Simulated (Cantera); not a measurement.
A closed system holds: 1 mol CH2F2, 0.012 mol Si, held at 1125 K and 9.90 mbar.

These are equilibrium values from Cantera (NASA tables, ideal gas, pure condensed phases), not measurements of a reactor. Candidate condensed phases: C, C6H6, C7H8, C8H18, Si, SiC; 113 gas species. Equilibrium is a limit: real reactors are often held back by kinetics, nucleation or transport.

Base state: HF 0.982, H2 0.0121, SiF4 0.00604 (mole fractions); condensed: C(graphite).

Problem. What changes in the equilibrium state with this change: temperature from 1125 K to 2123 K?

Solution. 
```json
[
 {"species": "HF", "before": "0.982", "after": "0.980"},
 {"species": "H2", "before": "0.0121", "after": "0.0100"},
 {"species": "SiF4", "before": "0.00604", "after": "0.00540"},
 {"species": "H", "before": "4.91e-8", "after": "0.00361"},
 {"species": "F", "before": "<1e-9", "after": "0.000232"},
 {"species": "SiF3", "before": "2.68e-9", "after": "0.000602"},
 {"species": "SiF2", "before": "<1e-9", "after": "1.76e-5"},
 {"species": "C(graphite), mol", "before": "1.00", "after": "1.000"}
]
```
The tables' values for SiF3, SiF2 are old estimates; treat these amounts as uncertain.
